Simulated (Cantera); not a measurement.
A Cantera script and what it prints.

```python
import numpy as np
import cantera as ct

gas_names = [...]  # 136 gases of nasa_gas.yaml made of C, H, N, O
cond_names = """
    C(gr) C6H6(L) C7H8(L) C8H18(L),n-octa H2O(s) H2O(L)
""".split()


# ... load() reads the species with a 1 bar reference pressure and builds the phases ...
atoms = {
    'toluene': {'C': 7, 'H': 8},
    'H2O': {'H': 2, 'O': 1},
    'NH3': {'N': 1, 'H': 3},
}
top_T = {'C(gr)': 4500}  # K; cautious upper limits of use, not melting points


# ... equilibrate(T, P, feed) seeds the gas with the atoms and calls Mixture.equilibrate('TP', solver="vcs", rtol=1e-11, max_steps=5000) ...
results = []
feed = {'toluene': 1, 'H2O': 0.88, 'NH3': 0.11}  # mol
T = 1525  # K
P = 3100  # Pa
mix = equilibrate(T, P, feed)
results.append((T, P, feed, dict(zip(mix.species_names, mix.species_moles))))
x = sorted(zip(gas.X, gas.species_names), reverse=True)
print(f"T = {T:g} K  P = {P:g} Pa  gas = {mix.phase_moles(0):.4g} mol")
print("   x: " + "  ".join(f"{s} {v:.3e}" for v, s in x if v > 0.001))
print("   condensed (mol): " + ("  ".join(f"{mix.phase(i).name} {mix.phase_moles(i):.4g}"
      for i in range(1, mix.n_phases) if mix.phase_moles(i) > 1e-12) or "none"))
```

Result:

```
T = 1525 K  P = 3100 Pa  gas = 5.98 mol
   x: H2 8.434e-01  CO 1.472e-01  N2 9.141e-03
   condensed (mol): C(gr) 6.119
```

Cantera equilibrium calculation (NASA polynomials, part measured and part estimated; ideal gas, pure solids and liquids).
